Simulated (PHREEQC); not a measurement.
Synthetic water in mg/L, 90 °C, pH 3.69, pe 11.2: Na 2240; K 216; Ca 315; Mg 9.61; Cl 901; S(6) as SO4 4470; Br 58.4; Zn 1.1; Al 4.29; Cu(2) 6; Cd 271.

Cl is adjusted to close the charge balance.
Valence states are taken as typed.

Equilibrium calculation in PHREEQC: ion-association model, wateq4f.dat.

The ionic strength comes out as 0.147 mol/kgw. What activity coefficients do Al(OH)2+, KSO4-, Zn(SO4)2-2, Ca+2, Zn+2 get?

Al(OH)2+ 0.74, KSO4- 0.74, Zn(SO4)2-2 0.29, Ca+2 0.30, Zn+2 0.31.

This is a speciation only: nothing precipitates in the calculation. Examples of supersaturated solids here: Boehmite (slow to form). Others may be too. Complexes and solids missing from the database can't appear. Constants without temperature data keep their 25 °C values here.
